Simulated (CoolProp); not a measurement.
R365MFC along the isobar 14.3 bar: Z from the reference equation and from simpler models built on Tc = 186.9 °C, pc = 32.66 bar, ω = 0.377; each cubic takes its own stable root.

Model: reference Helmholtz-energy equation of state, Lemmon 2016, in CoolProp.

| T (°C) | phase | reference | van der Waals | Redlich-Kwong | Soave-Redlich-Kwong | Peng-Robinson |
|---|---|---|---|---|---|---|
| 14.75 | liquid | 0.06901 | ? | 0.07829 | 0.07461 | 0.06615 |
| 26.65 | liquid | 0.06758 | 0.1120 | 0.07687 | ? | 0.06469 |
| 38.65 | liquid | 0.06634 | 0.1099 | 0.07571 | 0.07170 | 0.06346 |
| 50.55 | liquid | 0.06530 | 0.1082 | 0.07484 | 0.07066 | 0.06249 |
| 62.45 | liquid | 0.06445 | 0.1069 | 0.07426 | 0.06989 | 0.06176 |
| 74.35 | liquid | 0.06380 | 0.1060 | 0.07398 | 0.06941 | 0.06130 |
| 86.25 | liquid | 0.06335 | 0.1056 | 0.07406 | 0.06926 | ? |
| 98.25 | liquid | 0.06314 | 0.1058 | 0.07456 | 0.06949 | 0.06130 |
| 110.15 | liquid | 0.06322 | 0.7368 | 0.07559 | 0.07019 | ? |
| 122.05 | liquid | 0.06365 | 0.7632 | 0.07739 | 0.07153 | 0.06306 |
| 133.95 | liquid | 0.06461 | 0.7851 | 0.7356 | 0.07382 | 0.06508 |
| 145.85 | gas | 0.7247 | 0.8038 | 0.7644 | 0.7441 | 0.7267 |
| 157.85 | gas | 0.7635 | 0.8202 | 0.7884 | 0.7761 | 0.7592 |
| 169.75 | gas | 0.7922 | 0.8343 | 0.8086 | 0.8022 | 0.7858 |
| 181.65 | gas | 0.8148 | 0.8468 | 0.8259 | 0.8242 | 0.8082 |
| 193.55 | gas | 0.8334 | 0.8579 | 0.8410 | 0.8430 | 0.8275 |

### Question
What belongs in the gaps?

### Answer

- 14.75, van der Waals: 0.1145
- 26.65, Soave-Redlich-Kwong: 0.07303
- 86.25, Peng-Robinson: 0.06112
- 110.15, Peng-Robinson: 0.06189

At some of these states van der Waals, Redlich-Kwong gives the other phase, because its saturation line lies elsewhere.
